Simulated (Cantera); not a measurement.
## Equilibrium for silicon oxide and oxynitride deposition: SiF4 + NO + N2

Charge: 1 mol SiF4, 2.6 mol NO, 4.4 mol N2, held at 23.0 mbar.

Cantera equilibrium calculation (NASA polynomials, part measured and part estimated; ideal gas, pure solids and liquids). Candidate condensed phases: Si, SiO2, Si2N2O, Si3N4; 28 gas species. The tables' values for SiF3 are old estimates; treat these amounts as uncertain. Kinetics and transport are ignored.

```
T (K)   x N2   x O2  x SiF4      x NO       x O       x F    x SiF3     x SiO
-----  -----  -----  ------  --------  --------  --------  --------  --------
648    0.713  0.163   0.125   6.68e-8    <1e-12    <1e-12    <1e-12    <1e-12
798    0.712  0.162   0.125   1.62e-6    <1e-12    <1e-12    <1e-12    <1e-12
948    0.712  0.162   0.125   1.43e-5  7.90e-11  9.19e-12    <1e-12    <1e-12
1098   0.712  0.162   0.125   6.98e-5   6.31e-9  8.34e-10  1.72e-11    <1e-12
1248   0.712  0.162   0.125  0.000233   1.77e-7   2.58e-8   1.71e-9    <1e-12
1398   0.712  0.162   0.125  0.000599   2.44e-6   3.85e-7   6.25e-8    <1e-12
1548   0.712  0.162   0.125   0.00128   2.02e-5   3.42e-6   1.13e-6  1.65e-11
1698   0.711  0.161   0.125   0.00240  0.000116   2.07e-5   1.22e-5   3.71e-9
1848   0.710  0.160   0.125   0.00404  0.000500   9.49e-5   8.75e-5   3.25e-7
1998   0.708  0.158   0.124   0.00627   0.00173  0.000425  0.000380   6.38e-6
```
x: gas mole fraction; nothing condenses.

From 648 K to 1998 K nothing is condensed. The main Si-bearing gas is SiF4 throughout.
